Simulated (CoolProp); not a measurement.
Computed with CoolProp (reference Helmholtz-energy equation of state, Lemmon 2003). It is a pseudo-pure fit of the blend.

Question: For R507A, give the phase and the cp (kJ/(kg K)), cv (kJ/(kg K)), speed of sound (m/s), Joule-Thomson coefficient (K/MPa) at 14.95 °C and 0.101 MPa; 32.65 °C and 0.101 MPa; 67.95 °C and 0.101 MPa.

Answer: 
- 14.95 °C and 0.101 MPa: gas; cp 0.856, cv 0.764, speed of sound 162, Joule-Thomson coefficient 19.1
- 32.65 °C and 0.101 MPa: gas; cp 0.884, cv 0.794, speed of sound 167, Joule-Thomson coefficient 15.6
- 67.95 °C and 0.101 MPa: gas; cp 0.941, cv 0.853, speed of sound 176, Joule-Thomson coefficient 10.9
